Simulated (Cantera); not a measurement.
A perfectly stirred reactor is fed with CH4 : O2 : N2 = 1 : 4.17 : 15.7 (molar parts), at 5.00 bar; it is adiabatic with a 525 K inlet, and is followed from long to short residence time, starting on the burning branch (τ in s: 0.033, 0.018, 0.01, 0.0056, 0.0031, 0.0017, 0.00092, 0.00051, 0.00028, 0.00015, 8.4e-05, 4.6e-05, 2.5e-05).

Computed with Cantera and GRI-Mech 3.0 (53 species, 325 reactions).

### Question
Predict: blow-out, bracketed by the residence times tried; x(CH4) at τ = 33.0 ms; x(O2) at τ = 33.0 ms; x(HCO) at τ = 33.0 ms; x(H2O2) at τ = 33.0 ms; x(C2H4) at τ = 33.0 ms; x(CH4) at τ = 0.920 ms; x(O2) at τ = 0.920 ms; x(HCO) at τ = 0.920 ms; x(H2O2) at τ = 0.920 ms; x(C2H4) at τ = 0.920 ms.

### Answer
- blow-out, bracketed by the residence times tried: burning at 0.920 ms, out at 0.510 ms
- x(CH4) at τ = 33.0 ms: 2.72e-5
- x(O2) at τ = 33.0 ms: 0.104
- x(HCO) at τ = 33.0 ms: 8.11e-9
- x(H2O2) at τ = 33.0 ms: 1.45e-7
- x(C2H4) at τ = 33.0 ms: 4.37e-8
- x(CH4) at τ = 0.920 ms: 0.000504
- x(O2) at τ = 0.920 ms: 0.108
- x(HCO) at τ = 0.920 ms: 3.30e-7
- x(H2O2) at τ = 0.920 ms: 9.28e-7
- x(C2H4) at τ = 0.920 ms: 3.12e-6
